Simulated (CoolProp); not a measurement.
R407C at several states: Z from the reference equation and from simpler models built on Tc = 86.2 °C, pc = 4.632 MPa, ω = 0.363; each cubic takes its own stable root.

Computed with CoolProp (reference Helmholtz-energy equation of state, Lemmon 2003). It is a pseudo-pure fit of the blend.

```csv
T (°C),p (MPa),phase,reference,Redlich-Kwong,Soave-Redlich-Kwong
202.65,0.0135,gas,0.9996,0.9996,0.9997
-40.55,1.29,liquid,(withheld),(withheld),(withheld)
101.25,0.0483,gas,0.9967,0.9968,0.9969
123.95,0.0901,gas,0.9950,0.9950,0.9954
135.95,5.06,supercritical,(withheld),(withheld),(withheld)
```

Task: What belongs in the gaps?

Result: 
- -40.55, reference: 0.04185
- -40.55, Redlich-Kwong: 0.04917
- -40.55, Soave-Redlich-Kwong: 0.04678
- 135.95, reference: 0.7177
- 135.95, Redlich-Kwong: 0.7053
- 135.95, Soave-Redlich-Kwong: 0.7496
